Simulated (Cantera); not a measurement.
A closed system holds: 1 mol SiH4, 0.19 mol C2H4, 15 mol H2, at 0.110 bar.

These are equilibrium values from Cantera (NASA tables, ideal gas, pure condensed phases), not measurements of a reactor. Candidate condensed phases: C, C6H6, C7H8, C8H18, Si, SiC; 87 gas species. Mutual solubility and eutectic melting of coexisting phases are not modelled. Gases not in the tables: Si2H6 and higher silanes. The numbers say what is thermodynamically allowed, not how fast it happens.

Task: What share of the Si ends up in condensed phases as a function of T (°C), at 1402, 1452, 1502, 1552, 1602, 1652, 1702, 1752, 1802, 1852, 1902, 1952, 2002, 2052?

Result: 
```tsv
T (°C)	Si condensed (%)	as
1402	100.0	Si(s) + SiC(s)
1452	99.9	Si(l) + SiC(s)
1502	99.9	Si(l) + SiC(s)
1552	99.8	Si(l) + SiC(s)
1602	99.7	Si(l) + SiC(s)
1652	99.5	Si(l) + SiC(s)
1702	99.2	Si(l) + SiC(s)
1752	98.6	Si(l) + SiC(s)
1802	97.6	Si(l) + SiC(s)
1852	96.1	Si(l) + SiC(s)
1902	93.6	Si(l) + SiC(s)
1952	89.6	Si(l) + SiC(s)
2002	83.4	Si(l) + SiC(s)
2052	73.8	Si(l) + SiC(s)
```
